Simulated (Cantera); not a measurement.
Feed: 1 mol BN, 9.2 mol HF, 11 mol H2, at 1525 °C and 668 Torr.

Equilibrium computed with Cantera from the NASA thermochemical tables; the gas is ideal and each condensed phase is pure. Candidate condensed phases: B, BN; 31 gas species. The tables' values for BF2 are old estimates; treat these amounts as uncertain. The numbers say what is thermodynamically allowed, not how fast it happens.

Base state: H2 0.618, HF 0.307, BF3 0.0489, N2 0.0247, BHF2 0.000377, H 0.000294, BF2 0.000244 (mole fractions); condensed: gas only.

What changes in the equilibrium state with this change: HF from 9.2 to 2.6 mol?


| species | before | after |
|---|---|---|
| H2 | 0.618 | 0.886 |
| BF3 | 0.0489 | 0.0483 |
| N2 | 0.0247 | 0.0292 |
| HF | 0.307 | 0.0259 |
| BHF2 | 0.000377 | 0.00636 |
| BF | 1.33e-6 | 0.000266 |
| BF2 | 0.000244 | 0.00343 |
| BN(s), mol | 0 | 0.204 |

What changes in the equilibrium state with this change: pressure from 668 Torr to 4.05 Torr?


| species | before | after |
|---|---|---|
| H2 | 0.618 | 0.613 |
| HF | 0.307 | 0.310 |
| BF3 | 0.0489 | 0.0459 |
| H | 0.000294 | 0.00376 |
| N2 | 0.0247 | 0.0247 |
| BF | 1.33e-6 | 0.000201 |
| BF2 | 0.000244 | 0.00291 |
| BHF2 | 0.000377 | 0.000349 |
